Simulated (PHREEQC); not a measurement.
Solution A (0.012 mol/kgw CuSO4, 0.0013 mol/kgw HNO3 and 0.03 mol/kgw H3BO3) is mixed with solution B (0.0011 mol/kgw H3PO4 and 0.00016 mol/kgw K2HPO4) at 25 °C; shares are by mass of water, 1 kg in all. O2 is buffered at 0.21 atm. No CO2 enters from the air. The run lets Cu(OH)2, Brochantite, Antlerite, Cu2(OH)3NO3, Cu3(PO4)2:3H2O, Chalcanthite precipitate or redissolve, and no other solid.

All values are PHREEQC results (ion-association model, wateq4f.dat), not measurements.

```tsv
share of solution B	pH	Cu+2 (mol/kgw)	SO4-2 (mol/kgw)
0	3.10	0.00834	0.00796
0.1	3.10	0.00761	0.00727
0.2	3.11	0.00688	0.00656
0.3	3.11	0.00613	0.00584
0.4	3.12	0.00536	0.00511
0.5	3.12	0.00457	0.00435
0.6	3.12	0.00376	0.00358
0.7	3.13	0.00292	0.00277
0.8	3.13	0.00203	0.00192
0.9	3.12	0.00108	0.00102
1	3.11	0	0
```

Species that the database lacks are ignored. H3PO4, which wateq4f.dat lacks, is added to it with the constant of phreeqc.dat. The database has no phosphate complexes of Cu.
